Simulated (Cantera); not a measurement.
A Cantera script and what it prints.

```python
import numpy as np
import cantera as ct

gas_names = """
    H2O2 SiO SiH3 SiH2 O OH
""".split()
cond_names = """
    Si(cr) Si(L)
""".split()


# ... load() reads the species with a 1 bar reference pressure and builds the phases ...
species = {s.name: s for s in load("nasa_gas.yaml", gas_names) + load("nasa_condensed.yaml", cond_names)}
# Each term lists the table entries of one substance; the one whose range holds T is used.
reactions = {
    '8 Si + 3 H2O2(g) = 6 SiO(g) + 2 SiH3(g)':
        [(-8, ['Si(cr)', 'Si(L)']), (-3, ['H2O2']), (6, ['SiO']), (2, ['SiH3'])],
    'SiH2(g) + 2 O(g) = 2 OH(g) + Si':
        [(-1, ['SiH2']), (-2, ['O']), (2, ['OH']), (1, ['Si(cr)', 'Si(L)'])],
}


def pick(names, T):
    return next(species[n] for n in names if species[n].thermo.min_temp <= T <= species[n].thermo.max_temp)


results = []
for label, terms in reactions.items():
    print(label)
    print("     T/K   dH/kJ  dS/(J/K)   dG/kJ   log10 K")
    for T in [1948, 2048, 2148, 2248, 2348, 2448, 2548, 2648, 2748, 2848, 2948]:
        used = [(nu, pick(names, T)) for nu, names in terms]
        dH = sum(nu * s.thermo.h(T) for nu, s in used) / 1e6
        dS = sum(nu * s.thermo.s(T) for nu, s in used) / 1e3
        dG = dH - T * dS / 1e3
        logK = -dG * 1e6 / (ct.gas_constant * T * np.log(10))
        results.append((label, T, dH, dS, dG, logK, [s.name for _, s in used]))
        print(f"{T:8g} {dH:8.1f} {dS:8.1f} {dG:8.1f} {logK:8.2f}")
```

Output:

```
8 Si + 3 H2O2(g) = 6 SiO(g) + 2 SiH3(g)
     T/K   dH/kJ  dS/(J/K)   dG/kJ   log10 K
    1948   -264.5    518.6  -1274.8    34.18
    2048   -270.4    515.7  -1326.5    33.83
    2148   -276.3    512.9  -1377.9    33.51
    2248   -282.2    510.2  -1429.1    33.21
    2348   -288.3    507.5  -1480.0    32.92
    2448   -294.4    505.0  -1530.6    32.66
    2548   -300.7    502.5  -1581.0    32.41
    2648   -307.0    500.1  -1631.1    32.17
    2748   -313.3    497.7  -1681.0    31.95
    2848   -319.8    495.4  -1730.6    31.74
    2948   -326.3    493.1  -1780.1    31.54
SiH2(g) + 2 O(g) = 2 OH(g) + Si
     T/K   dH/kJ  dS/(J/K)   dG/kJ   log10 K
    1948   -625.5   -124.7   -382.6    10.26
    2048   -625.8   -124.8   -370.2     9.44
    2148   -626.0   -124.9   -357.7     8.70
    2248   -626.3   -125.0   -345.2     8.02
    2348   -626.4   -125.1   -332.7     7.40
    2448   -626.5   -125.2   -320.2     6.83
    2548   -626.6   -125.2   -307.6     6.31
    2648   -626.6   -125.2   -295.1     5.82
    2748   -626.6   -125.2   -282.6     5.37
    2848   -626.5   -125.1   -270.1     4.95
    2948   -626.4   -125.1   -257.6     4.56
```

Cantera with NASA thermochemical tables; ideal gases at 1 bar, condensed phases pure. Condensed species are held in their standard states even where they would react or evaporate.
